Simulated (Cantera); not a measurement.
Gas mixture: 50.3 % O2, 49.7 % N2O, at 7800 Pa, frozen composition.

Cantera's kinetic-theory transport with the Lennard-Jones parameters of GRI-Mech 3.0, ideal gas; thermal conductivity in the multicomponent form.

D: mixture-averaged diffusion coefficient of that species in the mixture.

```json
[
 {"T (K)": "400", "ρ (kg/m³)": "0.0891", "cp (J/kg/K)": "958.0", "μ (µPa s)": "22.0", "λ (mW/m/K)": "29.0", "Pr": "0.727", "D (cm²/s) H": "24.2", "D (cm²/s) OH": "6.03", "D (cm²/s) NH3": "4.23"},
 {"T (K)": "500", "ρ (kg/m³)": "0.0713", "cp (J/kg/K)": "1012", "μ (µPa s)": "26.3", "λ (mW/m/K)": "36.5", "Pr": "0.729", "D (cm²/s) H": "36.0", "D (cm²/s) OH": "8.88", "D (cm²/s) NH3": "6.47"},
 {"T (K)": "600", "ρ (kg/m³)": "0.0594", "cp (J/kg/K)": "1060", "μ (µPa s)": "30.2", "λ (mW/m/K)": "43.9", "Pr": "0.730", "D (cm²/s) H": "49.5", "D (cm²/s) OH": "12.1", "D (cm²/s) NH3": "9.08"},
 {"T (K)": "700", "ρ (kg/m³)": "0.0509", "cp (J/kg/K)": "1100", "μ (µPa s)": "[?]", "λ (mW/m/K)": "[?]", "Pr": "0.731", "D (cm²/s) H": "[?]", "D (cm²/s) OH": "[?]", "D (cm²/s) NH3": "[?]"},
 {"T (K)": "800", "ρ (kg/m³)": "0.0445", "cp (J/kg/K)": "1134", "μ (µPa s)": "37.2", "λ (mW/m/K)": "57.7", "Pr": "0.731", "D (cm²/s) H": "81.2", "D (cm²/s) OH": "19.7", "D (cm²/s) NH3": "15.3"},
 {"T (K)": "900", "ρ (kg/m³)": "0.0396", "cp (J/kg/K)": "1162", "μ (µPa s)": "40.4", "λ (mW/m/K)": "64.3", "Pr": "0.731", "D (cm²/s) H": "99.2", "D (cm²/s) OH": "24.1", "D (cm²/s) NH3": "18.8"},
 {"T (K)": "1000", "ρ (kg/m³)": "0.0356", "cp (J/kg/K)": "1185", "μ (µPa s)": "43.5", "λ (mW/m/K)": "[?]", "Pr": "0.731", "D (cm²/s) H": "[?]", "D (cm²/s) OH": "[?]", "D (cm²/s) NH3": "[?]"}
]
```

### Question
Fill in the missing entries.

### Answer

- 700, μ (µPa s): 33.8
- 700, λ (mW/m/K): 50.9
- 700, D (cm²/s) H: 64.6
- 700, D (cm²/s) OH: 15.8
- 700, D (cm²/s) NH3: 12.0
- 1000, λ (mW/m/K): 70.5
- 1000, D (cm²/s) H: 119
- 1000, D (cm²/s) OH: 28.7
- 1000, D (cm²/s) NH3: 22.7
